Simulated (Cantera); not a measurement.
A closed system holds: 1 mol Si₃N₄, 11 mol F₂, 0.58 mol H₂, 30 mol HF, at 427 °C and 300 Pa.

Cantera equilibrium calculation (NASA polynomials, part measured and part estimated; ideal gas, pure solids and liquids). Candidate condensed phases: Si, Si₃N₄; 37 gas species. Equilibrium is a limit: real reactors are often held back by kinetics, nucleation or transport.

Base state: HF 0.770, F₂ 0.0955, SiF₄ 0.0741, N₂ 0.0462, F 0.00813, NF₃ 0.00643 (mole fractions); condensed: gas only.

Q: What changes in the equilibrium state with this change: H₂ from 0.58 to 72 mol?

A: 
```tsv
species	before	after
H₂	<1e-9	0.598
HF	0.770	0.357
SiF₄	0.0741	0.0268
F₂	0.0955	<1e-9
N₂	0.0462	0.0179
F	0.00813	<1e-9
NF₃	0.00643	<1e-9
```
